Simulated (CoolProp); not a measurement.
A simple Rankine cycle with R113: condensing at 313.15 K, boiler at 1.89 MPa, turbine inlet 450.9 K, turbine efficiency 0.9, pump efficiency 0.8, no recuperator. Each further row changes one setting.

Values from CoolProp's reference Helmholtz-energy equation of state, Marx 1992.

| case | thermal efficiency (%) | net work (kJ/kg) | heat in (kJ/kg) | turbine exit temperature (K) | volume ratio over the turbine |
|---|---|---|---|---|---|
| as stated | … | 43.1 | 223 | 361.3 | … |
| turbine inlet 470.9 K | 19.2 | … | 243 | 383.7 | … |
| condensing temperature 305.15 K | 20.4 | 47.1 | 231 | 355.4 | 37.4 |
| boiler pressure 1.32 MPa | 17.7 | 41.4 | 234 | … | … |
| turbine efficiency 0.8 | 17.1 | 38.1 | 223 | 368.2 | 29.0 |

Task: What belongs in the gaps?

Result: 
- as stated, thermal efficiency (%): 19.3
- as stated, volume ratio over the turbine: 28.4
- turbine inlet 470.9 K, net work (kJ/kg): 46.8
- turbine inlet 470.9 K, volume ratio over the turbine: 26.2
- boiler pressure 1.32 MPa, turbine exit temperature (K): 377.6
- boiler pressure 1.32 MPa, volume ratio over the turbine: 17.4
